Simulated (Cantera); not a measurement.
# Premixed flame

A freely propagating, adiabatic, planar premixed flame of 21.5 % H₂, 16.5 % O₂, 62.0 % N₂, unburnt at 673 K and 0.150 bar; mixture-averaged transport, grid criteria slope 0.08 and curve 0.16, no radiation.

Model: the H2/O2 subset of GRI-Mech 3.0, which has no nitrogen chemistry, integrated in Cantera. Burning velocities carry a grid error of a few per cent, more on coarse grids. Lean hydrogen flames are cellular in practice and burn faster than this planar one.

| z (mm) | T (K) | u (m/s) | x H₂ | x O₂ | x H | x H₂O₂ | x OH | x O |
|---|---|---|---|---|---|---|---|---|
| -18.1 | 673 | 6.25 | 0.215 | 0.165 | <1e-8 | <1e-8 | <1e-8 | <1e-8 |
| -12.0 | 673 | 6.25 | 0.215 | 0.165 | <1e-8 | <1e-8 | <1e-8 | <1e-8 |
| -9.03 | 673 | 6.25 | 0.215 | 0.165 | <1e-8 | <1e-8 | <1e-8 | <1e-8 |
| -6.02 | 673 | 6.25 | 0.215 | 0.165 | 4.04e-7 | <1e-8 | <1e-8 | 1.36e-8 |
| -3.01 | 681 | 6.31 | 0.213 | 0.165 | 0.000388 | 3.89e-7 | 2.73e-5 | 1.55e-5 |
| -1.50 | 784 | 7.20 | 0.191 | 0.161 | 0.00740 | 5.36e-7 | 0.000331 | 0.000465 |
| 0 | 1109 | 9.92 | 0.0856 | 0.121 | 0.0446 | 1.10e-6 | 0.00340 | 0.00820 |
| 1.50 | 1356 | 12.0 | 0.0253 | 0.0792 | 0.0539 | 1.11e-6 | 0.00778 | 0.0179 |
| 3.01 | 1474 | 12.9 | 0.0214 | 0.0734 | 0.0454 | 8.02e-7 | 0.00993 | 0.0187 |
| 6.02 | 1607 | 14.0 | 0.0205 | 0.0705 | 0.0343 | 4.65e-7 | 0.0123 | 0.0172 |
| 12.0 | 1748 | 15.0 | 0.0184 | 0.0679 | 0.0235 | 2.44e-7 | 0.0144 | 0.0145 |
| 24.1 | 1886 | 16.1 | 0.0149 | 0.0658 | 0.0142 | 1.33e-7 | 0.0154 | 0.0110 |
| 48.2 | 2008 | 16.9 | 0.0106 | 0.0644 | 0.00725 | 8.16e-8 | 0.0148 | 0.00740 |
x: mole fraction of selected species; z is measured from the peak of heat release.

```
Quantity                    Result
------------------------  --------
laminar burning velocity  625 cm/s
thermal thickness          6.02 mm
peak x(H)                   0.0557
peak x(H₂O₂)               1.29e-6
peak x(OH)                  0.0154
peak x(O)                   0.0188
```
